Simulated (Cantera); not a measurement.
Input (Python, Cantera) and output of one run.

```python
import numpy as np
import cantera as ct

gas_names = """
    H HNO HNO2 HNO3 HO2 H2 H2O H2O2 N NH NH2 NH3 NH2OH NO NO2 NO3 N2 N2H2 N2H4 N2O O OH O2 O3 Zr ZrN ZrO
    ZrO2
""".split()
cond_names = """
    H2O(s) H2O(L) Zr(a) Zr(b) Zr(L) ZrN(s) ZrN(L) ZrO2(a) ZrO2(b) ZrO2(L)
""".split()


def load(file, names, dense=False):
    # The tables refer to 1 bar. Condensed volumes are neglected.
    table = {s.name: s for s in ct.Species.list_from_file(file)}
    out = []
    for n in names:
        d = dict(table[n].input_data)
        d["thermo"] = dict(d["thermo"], **{"reference-pressure": 1e5})
        if dense:
            d["equation-of-state"] = {"model": "constant-volume", "density": "1e6 g/cm^3"}
        out.append(ct.Species.from_dict(d))
    return out


gas = ct.Solution(thermo="ideal-gas", species=load("nasa_gas.yaml", gas_names))
cond = {s.name: ct.Solution(thermo="fixed-stoichiometry", species=[s], name=s.name)
        for s in load("nasa_condensed.yaml", cond_names, dense=True)}
atoms = {
    'Zr': {'Zr': 1},
    'NH3': {'N': 1, 'H': 3},
    'H2': {'H': 2},
    'H2O': {'H': 2, 'O': 1},
}
top_T = {}  # K; cautious upper limits of use, not melting points


def equilibrate(T, P, feed):
    n = {}
    for name, mol in feed.items():
        for a, k in atoms[name].items():
            n[a] = n.get(a, 0.0) + k * mol
    gas.TPX = T, P, n
    mass = sum(n.values()) * gas.mean_molecular_weight
    gas.equilibrate("TP")
    valid = [c for c in cond.values() if c.min_temp <= T <= top_T.get(c.name, c.max_temp)]
    mix = ct.Mixture([(gas, mass / gas.mean_molecular_weight)] + [(c, 0.0) for c in valid])
    mix.T, mix.P = T, P
    mix.equilibrate("TP", solver="vcs", rtol=1e-11, max_steps=5000)
    return mix


results = []
feed = {'Zr': 1, 'NH3': 1.8, 'H2': 75, 'H2O': 0.063}  # mol
T = 1825  # K
P = 13332.2  # Pa
mix = equilibrate(T, P, feed)
results.append((T, P, feed, dict(zip(mix.species_names, mix.species_moles))))
print(gas.report(threshold=0.0001))
for i in range(1, mix.n_phases):
    print(f"{mix.phase(i).name:16s} {mix.phase_moles(i):12.5e} mol")
```

Result:

```
       temperature   1825 K
          pressure   13332 Pa
           density   0.0018918 kg/m^3
  mean mol. weight   2.1532 kg/kmol
   phase of matter   gas

                          1 kg             1 kmol
                     ---------------   ---------------
          enthalpy        2.1971e+07        4.7307e+07  J
   internal energy        1.4924e+07        3.2134e+07  J
           entropy             94171        2.0277e+05  J/K
    Gibbs function       -1.4989e+08       -3.2274e+08  J
 heat capacity c_p             15598             33585  J/K
 heat capacity c_v             11736             25271  J/K

                      mass frac. Y      mole frac. X     chem. pot. / RT
                     ---------------   ---------------   ---------------
                 H         0.0005628         0.0012022           -10.607
                H2           0.93018           0.99347           -21.214
                N2          0.069075         0.0053092           -33.889
     [  +25 minor]        0.00018518        2.2147e-05

Zr(b)             0.00000e+00 mol
ZrN(s)            9.69356e-01 mol
ZrO2(b)           3.06443e-02 mol
```

These are equilibrium values from Cantera (NASA tables, ideal gas, pure condensed phases), not measurements of a reactor. Mutual solubility and eutectic melting of coexisting phases are not modelled. ZrN: taken at fixed stoichiometry. Condensed phases not in the tables: solid solutions among these carbides, nitrides and lower oxides.
